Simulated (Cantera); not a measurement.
A perfectly stirred reactor is fed with C2H4 : O2 : N2 : CO2 = 1 : 6.12 : 23 : 1.5 (molar parts), at 760 Torr; it is adiabatic with a 750 K inlet, and is followed from long to short residence time, starting on the burning branch (τ in s: 0.044, 0.016, 0.006, 0.0022, 0.00084, 0.00031, 0.00012, 4.3e-05, 1.6e-05).

Cantera simulation using GRI-Mech 3.0 (53 species, 325 reactions); the numbers are that mechanism's predictions, not measurements. GRI-Mech 3.0 was tuned for natural gas; its chemistry of ethylene as a main component is partial and can be far from experiment.

One state of this run: T (K) = 1660; x C2H4 = 0.000138; x O2 = 0.104; x CO2 = 0.0918; x CH3 = 1.40e-5; x O = 0.00497. x: mole fraction; the columns are a selection and need not sum to one.

Problem. Which value of τ (s) does it belong to?
A) 0.00084
B) 0.016
C) 0.00031
D) 0.044

Solution. C, 0.00031
